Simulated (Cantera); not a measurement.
Mixture: H2 : O2 : N2 = 1 : 0.238 : 0.595 (molar parts), equivalence ratio 2.1, at 1.00 bar, adiabatic and at constant volume. Ignition delay is the time to a rise of 400 K.

Cantera simulation using the H2/O2 subset of GRI-Mech 3.0, which has no nitrogen chemistry; the numbers are that mechanism's predictions, not measurements. Where the delays flatten at high temperature, the 400 K rule measures the pace of heat release, not the induction time.

Question: What does this change do: N2 0.595 to 0.79 parts?

Answer: 
```csv
quantity,before,after
delay at 1025 K,0.205 ms,0.224 ms
delay at 1125 K,70.4 µs,78.3 µs
delay at 1225 K,37.6 µs,42.0 µs
delay at 1325 K,23.6 µs,26.6 µs
```

Question: What does this change do: constant pressure in place of constant volume?

Answer: 
```csv
quantity,before,after
delay at 1025 K,0.205 ms,0.211 ms
delay at 1125 K,70.4 µs,73.2 µs
delay at 1225 K,37.6 µs,39.5 µs
delay at 1325 K,23.6 µs,25.3 µs
```

Question: What does this change do: pressure from 1.00 bar to 3.40 bar?

Answer: 
| quantity | before | after |
|---|---|---|
| delay at 1025 K | 0.205 ms | 3.20 ms |
| delay at 1125 K | 70.4 µs | 53.1 µs |
| delay at 1225 K | 37.6 µs | 13.7 µs |
| delay at 1325 K | 23.6 µs | 7.31 µs |
The hydrogen kinetics of GRI-Mech 3.0 are dated; newer H2 mechanisms differ, most at raised pressure.
